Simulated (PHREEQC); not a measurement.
Solution (21 °C): 0.039 mol/kgw NaH2PO4, 0.00092 mol/kgw K2HPO4 and 0.11 mol/kgw NaCl. Closed to the air; pH follows from the charge balance.

Equilibrium calculation in PHREEQC: ion-association model, phreeqc.dat.

```
quantity                    before     after
------------------------  --------  --------
pH                            5.20      3.85
ionic strength (mol/kgw)     0.152     0.150
HPO4-2 (mol/kgw)          0.000869   3.78e-5
NaHPO4- (mol/kgw)          8.32e-5   3.63e-6
H3PO4 (mol/kgw)            2.54e-5  0.000567
KHPO4- (mol/kgw)           9.88e-7   2.16e-8
SI of Halite (NaCl)          -3.60     -3.60
SI of Sylvite (KCl)          -4.84     -5.14
```

Problem. Name the change that produced these shifts.
(A) K2HPO4 replaced by KHSO4 at the same molality
(B) 0.072 mol/kgw Na2SO4 added
(C) diluted 100-fold with water
(D) K2HPO4 replaced by KHF2 at the same molality
(E) NaH2PO4 from 0.039 to 0.39 mol/kgw

Solution. D, K2HPO4 replaced by KHF2 at the same molality

Precipitation was switched off in this run.
